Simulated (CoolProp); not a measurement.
The fluid at 496.68 K and 1.07 MPa expands adiabatically to 0.243 MPa with isentropic efficiency 1. The same conditions are run with several fluids, on thermodynamics alone (safety and materials aside).

Computed with CoolProp (reference Helmholtz-energy equation of state of each fluid (dimethyl carbonate: Zhou 2011; n-perfluoropentane: Gao 2022; R123: Younglove 1994; R141b: Lemmon 2006; ammonia: Gao 2020)).

```
fluid               work (kJ/kg)  final temperature (K)  final density (kg/m³)
------------------  ------------  ---------------------  ---------------------
dimethyl carbonate          60.3                      ?                   6.04
n-perfluoropentane          19.6                      ?                   18.3
R123                        36.2                  447.1                      ?
R141b                       47.0                      ?                      ?
ammonia                        ?                  362.5                   1.39
```

Task: What belongs in the gaps?

Result: 
- dimethyl carbonate, final temperature (K): 451.2
- n-perfluoropentane, final temperature (K): 473.5
- R123, final density (kg/m³): 10.3
- R141b, final temperature (K): 441.1
- R141b, final density (kg/m³): 7.95
- ammonia, work (kJ/kg): 305
